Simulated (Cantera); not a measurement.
A closed system holds: 1 mol Cu, 2.1 mol CO, 1.4 mol N2, 0.32 mol CO2, equilibrated at 160000 Pa.

Cantera equilibrium calculation (NASA polynomials, part measured and part estimated; ideal gas, pure solids and liquids). Candidate condensed phases: C, Cu, CuO, Cu2O; 27 gas species. Equilibrium is a limit: real reactors are often held back by kinetics, nucleation or transport.

**Question.** Which condensed phases are stable at each of these points (T (K)): 1023, 1098, 1173, 1248, 1323, 1398, 1473, 1548, 1623, 1698, 1773, 1848, 1923?

**Answer.** 
```tsv
T (K)	condensed phases	Cu condensed (%)
1023	C(graphite) + Cu(s)	100.0
1098	Cu(s)	100.0
1173	Cu(s)	100.0
1248	Cu(s)	100.0
1323	Cu(s)	100.0
1398	Cu(l)	100.0
1473	Cu(l)	100.0
1548	Cu(l)	100.0
1623	Cu(l)	100.0
1698	Cu(l)	100.0
1773	Cu(l)	99.9
1848	Cu(l)	99.8
1923	Cu(l)	99.5
```

At 1023 K the condensed part is C(graphite) + Cu(s). From 1098 K to 1323 K the condensed part is Cu(s). From 1398 K to 1923 K the condensed part is Cu(l).
